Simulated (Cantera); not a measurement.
Feed: 1 mol SiC, 0.09 mol H2, equilibrated at 1.90 Pa.

Method: chemical equilibrium by Gibbs-energy minimisation in Cantera with the NASA 1993 tables (ideal gas, pure condensed phases). Candidate condensed phases: C, C6H6, C7H8, C8H18, Si, SiC; 87 gas species. The numbers say what is thermodynamically allowed, not how fast it happens.

Problem. Which condensed phases are stable at each of these points (T (°C)): 1825, 1925, 2025, 2125, 2225, 2325, 2425, 2525, 2625, 2725?

Solution. 
| T (°C) | condensed phases | Si condensed (%) |
|---|---|---|
| 1825 | C(graphite) + SiC(s) | 80.2 |
| 1925 | C(graphite) | 0.0 |
| 2025 | C(graphite) | 0.0 |
| 2125 | C(graphite) | 0.0 |
| 2225 | C(graphite) | 0.0 |
| 2325 | gas only | 0.0 |
| 2425 | gas only | 0.0 |
| 2525 | gas only | 0.0 |
| 2625 | gas only | 0.0 |
| 2725 | gas only | 0.0 |

At 1825 °C the condensed part is C(graphite) + SiC(s). From 1925 °C to 2225 °C the condensed part is C(graphite). From 2325 °C to 2725 °C nothing is condensed.
